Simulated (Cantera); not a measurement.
A Cantera script and what it prints.

```python
import numpy as np
import cantera as ct

gas_names = """
    CL CLO CL2 Fe FeCL FeCL2 FeCL3 FeO Fe(OH)2 Fe2CL4 Fe2CL6 H HCL HNO HNO2 HNO3 HOCL HO2 H2 H2O H2O2 N
    NH NH2 NH3 NH2OH NO NO2 NO3 N2 N2H2 N2H4 N2O O OH O2 O3
""".split()
cond_names = """
    Fe(a) Fe(c) Fe(d) Fe(L) FeCL2(s) FeCL2(L) FeCL3(s) FeCL3(L) FeO(s) FeO(L) Fe(OH)2(s) Fe(OH)3(s)
    Fe2O3(s) Fe3O4(s) H2O(s) H2O(L) NH4CL(a) NH4CL(b)
""".split()


# ... load() reads the species with a 1 bar reference pressure and builds the phases ...
atoms = {
    'Fe2O3': {'Fe': 2, 'O': 3},
    'HCl': {'H': 1, 'CL': 1},
    'N2': {'N': 2},
}
top_T = {'Fe2O3(s)': 1830, 'Fe3O4(s)': 1870}  # K; cautious upper limits of use, not melting points


# ... equilibrate(T, P, feed) seeds the gas with the atoms and calls Mixture.equilibrate('TP', solver="vcs", rtol=1e-11, max_steps=5000) ...
results = []
feed = {'Fe2O3': 1, 'HCl': 5.2, 'N2': 4.9}  # mol
P = 1600  # Pa
for T in [700, 800, 900, 1000, 1100, 1200, 1300, 1400, 1500, 1600, 1700, 1800]:
    mix = equilibrate(T, P, feed)
    results.append((T, P, feed, dict(zip(mix.species_names, mix.species_moles))))
    x = sorted(zip(gas.X, gas.species_names), reverse=True)
    print(f"T = {T:g} K  P = {P:g} Pa  gas = {mix.phase_moles(0):.4g} mol")
    print("   x: " + "  ".join(f"{s} {v:.3e}" for v, s in x if v > 1e-05))
    print("   condensed (mol): " + ("  ".join(f"{mix.phase(i).name} {mix.phase_moles(i):.4g}"
          for i in range(1, mix.n_phases) if mix.phase_moles(i) > 1e-12) or "none"))
```

Output:

```
T = 700 K  P = 1600 Pa  gas = 10.09 mol
   x: HCL 5.081e-01  N2 4.858e-01  H2O 3.746e-03  FeCL3 2.098e-03  Fe2CL6 1.779e-04  FeCL2 4.210e-05  CL2 2.159e-05
   condensed (mol): Fe2O3(s) 0.9874
T = 800 K  P = 1600 Pa  gas = 10.08 mol
   x: HCL 5.034e-01  N2 4.861e-01  H2O 6.236e-03  FeCL3 3.790e-03  FeCL2 3.078e-04  CL2 1.547e-04  Fe2CL6 2.850e-05
   condensed (mol): Fe2O3(s) 0.979
T = 900 K  P = 1600 Pa  gas = 10.07 mol
   x: HCL 4.967e-01  N2 4.864e-01  H2O 9.754e-03  FeCL3 5.181e-03  FeCL2 1.307e-03  CL2 6.482e-04  CL 1.488e-05
   condensed (mol): Fe2O3(s) 0.9672
T = 1000 K  P = 1600 Pa  gas = 10.07 mol
   x: HCL 4.873e-01  N2 4.865e-01  H2O 1.453e-02  FeCL3 5.849e-03  FeCL2 3.837e-03  CL2 1.841e-03  CL 1.318e-04
   condensed (mol): Fe2O3(s) 0.9512
T = 1100 K  P = 1600 Pa  gas = 10.08 mol
   x: N2 4.862e-01  HCL 4.737e-01  H2O 2.116e-02  FeCL2 8.802e-03  FeCL3 5.601e-03  CL2 3.588e-03  CL 7.175e-04  O2 2.277e-04
   condensed (mol): Fe2O3(s) 0.9274
T = 1200 K  P = 1600 Pa  gas = 10.11 mol
   x: N2 4.847e-01  HCL 4.531e-01  H2O 3.062e-02  FeCL2 1.861e-02  FeCL3 4.565e-03  CL2 3.979e-03  CL 2.357e-03  O2 2.067e-03  NO 1.522e-05
   condensed (mol): Fe2O3(s) 0.8828
T = 1300 K  P = 1600 Pa  gas = 10.18 mol
   x: N2 4.815e-01  HCL 4.205e-01  H2O 4.525e-02  FeCL2 3.568e-02  O2 6.362e-03  CL 4.973e-03  FeCL3 3.008e-03  CL2 2.571e-03  NO 5.386e-05
   condensed (mol): Fe2O3(s) 0.8031
T = 1400 K  P = 1600 Pa  gas = 10.36 mol
   x: N2 4.728e-01  HCL 3.768e-01  H2O 6.249e-02  FeCL2 5.309e-02  O2 2.134e-02  CL 9.651e-03  CL2 1.844e-03  FeCL3 1.831e-03  NO 1.789e-04  OH 3.863e-05
   condensed (mol): Fe3O4(s) 0.4769
T = 1500 K  P = 1600 Pa  gas = 10.42 mol
   x: N2 4.701e-01  HCL 3.350e-01  H2O 8.199e-02  FeCL2 7.316e-02  O2 2.416e-02  CL 1.338e-02  FeCL3 9.055e-04  CL2 8.391e-04  NO 3.206e-04  OH 1.160e-04
   condensed (mol): Fe3O4(s) 0.4094
T = 1600 K  P = 1600 Pa  gas = 10.47 mol
   x: N2 4.678e-01  HCL 2.927e-01  H2O 1.018e-01  FeCL2 9.224e-02  O2 2.638e-02  CL 1.735e-02  NO 5.286e-04  FeCL3 4.533e-04  CL2 3.990e-04  OH 2.989e-04  H2 3.288e-05  O 1.862e-05
   condensed (mol): Fe3O4(s) 0.3432
T = 1700 K  P = 1600 Pa  gas = 10.52 mol
   x: N2 4.656e-01  HCL 2.530e-01  H2O 1.203e-01  FeCL2 1.095e-01  O2 2.806e-02  CL 2.145e-02  NO 8.151e-04  OH 6.780e-04  FeCL3 2.337e-04  CL2 1.995e-04  H2 1.141e-04  O 5.920e-05  H 1.244e-05
   condensed (mol): Fe3O4(s) 0.2821
T = 1800 K  P = 1600 Pa  gas = 10.56 mol
   x: N2 4.635e-01  HCL 2.175e-01  H2O 1.364e-01  FeCL2 1.244e-01  O2 2.922e-02  CL 2.557e-02  OH 1.383e-03  NO 1.189e-03  H2 3.398e-04  O 1.644e-04  FeCL3 1.247e-04  CL2 1.048e-04  H 5.218e-05  Fe(OH)2 1.351e-05
   condensed (mol): Fe3O4(s) 0.2283
```

These are equilibrium values from Cantera (NASA tables, ideal gas, pure condensed phases), not measurements of a reactor. Condensed phases not in the tables: FeOCl.
